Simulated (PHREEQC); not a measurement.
A made-up water analysis in mg/L, 13 °C, pH 2.99, pe 9.2:

| constituent | mg/L |
|---|---|
| Na | 102 |
| K | 187 |
| Ca | 452 |
| Mg | 153 |
| Cl | 213 |
| S(6) as SO4 | 1860 |
| O(0) (dissolved oxygen) | 8.32 |
| Si as SiO2 | 1.58 |
| Zn | 5.08 |
| Mn(2) | 18 |

Valence states are taken as typed.

Model: ion-association model, wateq4f.dat, run in PHREEQC.

Task: The ionic strength comes out as 0.0590 mol/kgw. What activity coefficients do KSO4-, Zn+2, H+, HSO4-, Mn+2 get?

Result: KSO4- 0.82, Zn+2 0.47, H+ 0.85, HSO4- 0.81, Mn+2 0.47.

No solid was allowed to form. At this temperature some constants are extrapolated from 25 °C, and those without enthalpy data are left unchanged.
